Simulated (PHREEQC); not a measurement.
## Brackish or sea water (model solution)

Synthetic water in mg/kgw, 25 °C, pH 6.37, pe 0.1: Na 1970; K 239; Ca 331; Mg 193; Cl 3780; S(6) as SO4 848; Alkalinity as HCO3 138; Br 80.1; Zn 26.5; Li 0.177.

Valence states are taken as typed.

All values are PHREEQC results (ion-association model, phreeqc.dat), not measurements.

```
Quantity                     Result
--------------------  -------------
ionic strength        0.141 mol/kgw
specific conductance    12200 µS/cm
density                 1.003 g/cm³
charge-balance error         -1.0 %
```

```json
[
 {"species": "Cl-", "molality": "0.107", "activity": "0.0790", "log γ": "-0.130"},
 {"species": "Na+", "molality": "0.0848", "activity": "0.0649", "log γ": "-0.116"},
 {"species": "Ca+2", "molality": "0.00732", "activity": "0.00259", "log γ": "-0.451"},
 {"species": "Mg+2", "molality": "0.00676", "activity": "0.00252", "log γ": "-0.428"},
 {"species": "K+", "molality": "0.00603", "activity": "0.00445", "log γ": "-0.132"},
 {"species": "SO4-2", "molality": "0.00589", "activity": "0.00195", "log γ": "-0.480"},
 {"species": "HCO3-", "molality": "0.00204", "activity": "0.00157", "log γ": "-0.115"},
 {"species": "CO2", "molality": "0.00146", "activity": "0.00151", "log γ": "0.014"},
 {"species": "MgSO4", "molality": "0.00112", "activity": "0.00115", "log γ": "0.014"},
 {"species": "Br-", "molality": "0.00100", "activity": "0.000726", "log γ": "-0.140"},
 {"species": "CaSO4", "molality": "0.000870", "activity": "0.000899", "log γ": "0.014"},
 {"species": "NaSO4-", "molality": "0.000827", "activity": "0.000635", "log γ": "-0.115"},
 {"species": "Zn+2", "molality": "0.000298", "activity": "0.000100", "log γ": "-0.474"},
 {"species": "KSO4-", "molality": "7.95e-5", "activity": "6.10e-5", "log γ": "-0.115"},
 {"species": "CaHCO3+", "molality": "6.67e-5", "activity": "5.18e-5", "log γ": "-0.110"}
]
```

No solid was allowed to form.
